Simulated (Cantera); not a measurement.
A closed system holds: 1 mol Fe, 2 mol HCl, at 10.0 mbar.

These are equilibrium values from Cantera (NASA tables, ideal gas, pure condensed phases), not measurements of a reactor. Candidate condensed phases: Fe, FeCl₂, FeCl₃; 11 gas species. Equilibrium is a limit: real reactors are often held back by kinetics, nucleation or transport.

Task: Which condensed phases are stable at each of these points (T (K)): 823, 923, 1023, 1123, 1223, 1323, 1423, 1523?

Result: 
```tsv
T (K)	condensed phases	Fe condensed (%)
823	Fe(α) + FeCl₂(s)	96.7
923	Fe(α)	57.5
1023	Fe(α)	52.6
1123	Fe(α)	47.9
1223	Fe(γ)	44.1
1323	Fe(γ)	40.9
1423	Fe(γ)	38.3
1523	Fe(γ)	36.1
```

At 823 K the condensed part is Fe(α) + FeCl₂(s). From 923 K to 1123 K the condensed part is Fe(α). From 1223 K to 1523 K the condensed part is Fe(γ).
